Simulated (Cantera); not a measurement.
## Gas-phase reforming

A perfectly stirred reactor is fed with CH4 : CO2 : H2 = 1 : 2.7 : 0.051 (molar parts), at 0.270 bar; it is held at 1348 K, and followed from long to short residence time.

Cantera simulation using GRI-Mech 3.0 (53 species, 325 reactions); the numbers are that mechanism's predictions, not measurements.

```tsv
τ (s)	x CH4	x CO2	x H2	x C2H2	x OH	x H2O2
5.0	0.243	0.692	0.0255	0.00813	3.15e-9	<1e-12
1.9	0.257	0.711	0.0194	0.00269	1.61e-9	<1e-12
0.71	0.263	0.717	0.0156	0.000619	1.01e-9	<1e-12
0.27	0.265	0.719	0.0142	8.91e-5	7.45e-10	<1e-12
0.10	0.266	0.720	0.0137	6.92e-6	5.57e-10	<1e-12
0.038	0.266	0.720	0.0136	4.20e-7	4.14e-10	<1e-12
0.014	0.267	0.720	0.0136	2.27e-8	3.07e-10	<1e-12
0.0054	0.267	0.720	0.0136	1.21e-9	2.13e-10	<1e-12
0.0020	0.267	0.720	0.0136	3.44e-11	1.16e-10	<1e-12
0.00076	0.267	0.720	0.0136	<1e-12	5.55e-11	<1e-12
```
x: mole fraction; the columns are a selection and need not sum to one.
